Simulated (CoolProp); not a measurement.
Properties of R141b along the isobar 3.97 MPa.

Computed with CoolProp (reference Helmholtz-energy equation of state, Lemmon 2006). It is a short technical equation, of lower accuracy than the large ones.

```
T (K)   phase       Z  conductivity (mW/(m K))
-----  ------  ------  -----------------------
217.6  liquid  0.1851                      115
229.7  liquid  0.1781                      112
241.9  liquid  0.1718                      108
254.1  liquid  0.1663                      105
266.2  liquid  0.1613                      101
278.4  liquid  0.1569                     97.9
290.6  liquid  0.1530                     94.6
302.7  liquid  0.1496                     91.2
314.9  liquid  0.1466                     87.9
327.1  liquid  0.1439                     84.7
339.2  liquid  0.1417                     81.6
351.4  liquid  0.1399                     78.6
363.6  liquid  0.1384                     75.7
```

Thermal conductivity comes from a separate model (Huber 2003), an estimate that may be off by 10 % or more.
